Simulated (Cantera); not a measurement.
A perfectly stirred reactor is fed with CH₄ : H₂ : O₂ : N₂ = 1 : 1 : 1.67 : 6.27 (molar parts), at 8.60 bar; it is adiabatic with a 600 K inlet, and is followed from long to short residence time, starting on the burning branch (τ in s: 0.023, 0.011, 0.0053, 0.0026, 0.0012, 0.00059, 0.00028, 0.00014, 6.5e-05, 3.1e-05, 1.5e-05).

Model: GRI-Mech 3.0 (53 species, 325 reactions), integrated in Cantera.

x: mole fraction; the columns are a selection and need not sum to one.

```csv
τ (s),T (K),x CH₄,x H₂,x O₂,x H,x NO₂
0.023,2209,0.000285,0.0914,6.09e-5,0.000722,6.93e-10
0.011,2210,0.000520,0.0906,0.000122,0.000748,9.14e-10
0.0053,2210,0.000899,0.0893,0.000240,0.000779,[?]
0.0026,2210,0.00144,0.0873,0.000462,0.000818,[?]
0.0012,2208,0.00220,0.0844,0.000922,0.000877,[?]
0.00059,2203,0.00306,0.0812,0.00171,0.000948,[?]
0.00028,2190,0.00417,0.0778,0.00322,0.00104,[?]
0.00014,2164,0.00557,0.0749,0.00586,0.00111,[?]
6.5e-5,2098,0.00862,0.0724,0.0125,0.00109,[?]
3.1e-5,600,0.101,0.101,0.168,<1e-12,<1e-12
1.5e-5,600,0.101,0.101,0.168,<1e-12,<1e-12
```

### Question
Some entries are withheld; supply them.

### Answer

- 0.0053, x NO₂: 1.17e-9
- 0.0026, x NO₂: 1.47e-9
- 0.0012, x NO₂: 1.87e-9
- 0.00059, x NO₂: 2.33e-9
- 0.00028, x NO₂: 2.95e-9
- 0.00014, x NO₂: 3.60e-9
- 6.5e-5, x NO₂: 3.97e-9
